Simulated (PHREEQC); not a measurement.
Dissolve 3 mmol/kgw PbCl2 and 61 mmol/kgw NaNO3 at 75 °C. Closed to the air; pH follows from the charge balance.

Computed with PHREEQC (ion-association model, wateq4f.dat).

Q: The ionic strength comes out as 0.0678 mol/kgw. What activity coefficients do NO3-, PbOH+, Pb+2, PbCl+, Cl- get?

A: NO3- 0.77, PbOH+ 0.79, Pb+2 0.38, PbCl+ 0.79, Cl- 0.77.

Precipitation was switched off in this run. Saturation is exceeded, for instance for Pb(OH)2; the values hold only as long as no solid forms. Constants without temperature data keep their 25 °C values here.
